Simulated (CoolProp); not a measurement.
A Linde-Hampson liquefier for nitrogen: isothermal reversible compression at 200 K from 1 atm to 20 MPa, throttling to 1 atm, return gas leaving the recuperator 5 K below the feed. Each further row changes one setting.

Computed with CoolProp (reference Helmholtz-energy equation of state, Span 2000).

```
case                        liquid yield per pass  compression work (kJ/kg of gas)
--------------------------  ---------------------  -------------------------------
as stated                                   0.221                              296
high pressure 40 MPa                          [?]                              [?]
warm-end temperature 230 K                    [?]                              [?]
warm-end gap 10 K                             [?]                              296
```

### Question
What belongs in the gaps?

### Answer

- high pressure 40 MPa, liquid yield per pass: 0.245
- high pressure 40 MPa, compression work (kJ/kg of gas): 340
- warm-end temperature 230 K, liquid yield per pass: 0.149
- warm-end temperature 230 K, compression work (kJ/kg of gas): 351
- warm-end gap 10 K, liquid yield per pass: 0.209
